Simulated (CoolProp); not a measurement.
A simple Rankine cycle with R21: condensing at 323.15 K, boiler at 2.14 MPa, turbine inlet 412.6 K, turbine efficiency 0.85, pump efficiency 0.7, no recuperator. Each further row changes one setting.

Values from CoolProp's reference Helmholtz-energy equation of state, Platzer 1990. This equation is an older, rougher fit; its heat capacities, sound speeds and derivatives of the liquid may be far off and weren't checked against measurements.

| case | thermal efficiency (%) | net work (kJ/kg) | heat in (kJ/kg) | turbine exit temperature (K) | volume ratio over the turbine |
|---|---|---|---|---|---|
| as stated | 13.3 | 33.6 | 252 | 328.7 | 5.14 |
| turbine inlet 432.6 K | 13.7 | 37.0 | 271 | 350.0 | 5.02 |
| condensing temperature 315.15 K | 14.6 | 38.2 | 261 | 319.2 | 6.38 |
| boiler pressure 1.5 MPa | 11.2 | 29.4 | 263 | 349.9 | 3.53 |
| turbine efficiency 0.75 | 11.7 | 29.5 | 252 | 334.7 | 5.26 |
